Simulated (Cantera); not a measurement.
An adiabatic, constant-pressure homogeneous reactor starts with 18.2 % H2, 17.2 % O2, 64.6 % N2, equivalence ratio 0.53, at 1400 K and 743 Torr.

Model: the H2/O2 subset of GRI-Mech 3.0, which has no nitrogen chemistry, integrated in Cantera.

Question: Predict: time of steepest temperature rise; temperature at 5.00 s; equilibrium temperature; x(H2) at 5.00 s; x(O2) at 5.00 s; x(H2O2) at 5.00 s; x(OH) at 5.00 s; x(H2O) at 5.00 s; x(O) at 5.00 s.

Answer: 
```json
{
  "time_of_steepest_temperature_rise": "19.9 µs",
  "temperature at 5.00 s": "2530 K",
  "equilibrium_temperature": "2530 K",
  "x(H2) at 5.00 s": "0.00442 (gas-phase equilibrium 0.00442)",
  "x(O2) at 5.00 s": "0.0837 (gas-phase equilibrium 0.0837)",
  "x(H2O2) at 5.00 s": "3.98e-7 (gas-phase equilibrium 3.98e-7)",
  "x(OH) at 5.00 s": "0.0172 (gas-phase equilibrium 0.0172)",
  "x(H2O) at 5.00 s": "0.184 (gas-phase equilibrium 0.184)",
  "x(O) at 5.00 s": "0.00491 (gas-phase equilibrium 0.00491)"
}
```
